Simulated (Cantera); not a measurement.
Mixture: 12.0 % CH4, 18.5 % O2, 69.5 % N2, equivalence ratio 1.3, at 2.20 bar, adiabatic and at constant volume. Ignition delay is the time to a rise of 400 K.

Computed with Cantera and GRI-Mech 3.0 (53 species, 325 reactions).

Predict: delay at 1298 K; delay at 1498 K; delay at 1698 K; delay at 1898 K; apparent activation energy between 1798 and 1998 K.


```
Property                                                Result
--------------------------------------------------  ----------
delay at 1298 K                                        6.77 ms
delay at 1498 K                                       0.685 ms
delay at 1698 K                                       0.111 ms
delay at 1898 K                                        29.1 µs
apparent activation energy between 1798 and 1998 K  170 kJ/mol
```
